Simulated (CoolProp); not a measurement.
Model: reference Helmholtz-energy equation of state, Akasaka 2015, in CoolProp.

### Question
For R245fa, give the phase and the density (kg/m³), cv (kJ/(kg K)), isothermal compressibility (1/MPa), viscosity (µPa s) at 282.6 K and 6630 kPa.

### Answer
- 282.6 K and 6630 kPa: liquid; density 1400, cv 0.903, isothermal compressibility 0.00168, viscosity 517

Viscosity comes from a separate model (Bell 2016), an estimate that may be off by 10 % or more.
